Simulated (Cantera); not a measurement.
Input: 1 mol SiH₄, 21 mol N₂, held at 675 °C and 1.30 mbar.

These are equilibrium values from Cantera (NASA tables, ideal gas, pure condensed phases), not measurements of a reactor. Candidate condensed phases: Si, Si₃N₄; 18 gas species. N₂ is the only nitrogen source here; it is nearly inert below about 1500 K, so the nitride shown seldom forms there in practice. Rates play no part.

Base state: N₂ 0.910, H₂ 0.0896 (mole fractions); condensed: Si₃N₄(s).

**Question.** What changes in the equilibrium state with this change: SiH₄ replaced by SiF₄?

**Answer.** 
```json
[
 {"species": "N₂", "before": "0.910", "after": "0.955"},
 {"species": "SiF₄", "before": "0", "after": "0.0455"},
 {"species": "H₂", "before": "0.0896", "after": "0"},
 {"species": "Si₃N₄(s), mol", "before": "0.333", "after": "0"}
]
```
